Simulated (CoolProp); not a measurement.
Model: reference Helmholtz-energy equation of state, Lemmon 2005, in CoolProp. It is a short technical equation, of lower accuracy than the large ones.

Task: For cis-2-butene, give the phase and the density (kg/m³), speed of sound (m/s) at 70.85 °C and 20.7 MPa.

Result: 
- 70.85 °C and 20.7 MPa: liquid; density 596, speed of sound 963
